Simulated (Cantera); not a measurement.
Input (Python, Cantera) and output of one run.

```python
import numpy as np
import cantera as ct

gas_names = """
    Cu CuO Cu2 H HO2 H2 H2O H2O2 O OH O2 O3
""".split()
cond_names = """
    Cu(cr) Cu(L) CuO(s) CuO2H2(s) Cu2O(s) Cu2O(L) H2O(s) H2O(L)
""".split()


# ... load() reads the species with a 1 bar reference pressure and builds the phases ...
atoms = {
    'Cu2O': {'Cu': 2, 'O': 1},
    'H2': {'H': 2},
}
top_T = {'CuO(s)': 1390}  # K; cautious upper limits of use, not melting points


# ... equilibrate(T, P, feed) seeds the gas with the atoms and calls Mixture.equilibrate('TP', solver="vcs", rtol=1e-11, max_steps=5000) ...
results = []
feed = {'Cu2O': 1, 'H2': 13}  # mol
T = 1825  # K
P = 67  # Pa
mix = equilibrate(T, P, feed)
results.append((T, P, feed, dict(zip(mix.species_names, mix.species_moles))))
print(gas.report(threshold=1e-05))
for i in range(1, mix.n_phases):
    print(f"{mix.phase(i).name:16s} {mix.phase_moles(i):12.5e} mol")
```

It prints:

```
       temperature   1825 K
          pressure   67 Pa
           density   4.9459e-05 kg/m^3
  mean mol. weight   11.201 kg/kmol
   phase of matter   gas

                          1 kg             1 kmol
                     ---------------   ---------------
          enthalpy        6.9541e+06        7.7895e+07  J
   internal energy        5.5994e+06        6.2721e+07  J
           entropy             23111        2.5887e+05  J/K
    Gibbs function       -3.5223e+07       -3.9454e+08  J
 heat capacity c_p            2932.7             32850  J/K
 heat capacity c_v            2190.4             24536  J/K

                      mass frac. Y      mole frac. X     chem. pot. / RT
                     ---------------   ---------------   ---------------
                Cu            0.7503           0.13226           -9.5305
               Cu2        0.00039383         3.471e-05           -19.061
                 H         0.0013578          0.015089           -13.371
                H2           0.14155           0.78646           -26.741
               H2O           0.10626          0.066073           -53.038
                OH        0.00013454        8.8613e-05           -39.668
     [   +6 minor]         2.691e-06        1.4511e-06

Cu(L)             0.00000e+00 mol
Cu2O(L)           0.00000e+00 mol
```

Method: chemical equilibrium by Gibbs-energy minimisation in Cantera with the NASA 1993 tables (ideal gas, pure condensed phases).
